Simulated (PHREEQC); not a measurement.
A solution holds 0.24 mol HCl, 0.34 mol FeSO4 and 0.021 mol NH3 per kg of water, at 25 °C. Closed to the air; pH follows from the charge balance.

Equilibrium calculation in PHREEQC: ion-association model, phreeqc.dat.

| Property | Result |
|---|---|
| pH | 1.29 |
| ionic strength | 0.796 mol/kgw |
| activity of water | 0.986 |
| density | 1.049 g/cm³ |
| total alkalinity | -219 meq/kg |

| species | molality | activity | log γ |
|---|---|---|---|
| Cl- | 0.230 | 0.142 | -0.207 |
| Fe+2 | 0.186 | 0.0407 | -0.660 |
| HSO4- | 0.102 | 0.0773 | -0.119 |
| FeSO4 | 0.0941 | 0.113 | 0.080 |
| SO4-2 | 0.0921 | 0.0156 | -0.770 |
| H+ | 0.0678 | 0.0508 | -0.125 |
| FeHSO4+ | 0.0496 | 0.0378 | -0.119 |
| NH4+ | 0.0184 | 0.0100 | -0.263 |

This is a speciation only: nothing precipitates in the calculation. Ionic strength above about 0.7 mol/kgw puts this run outside the model's range.
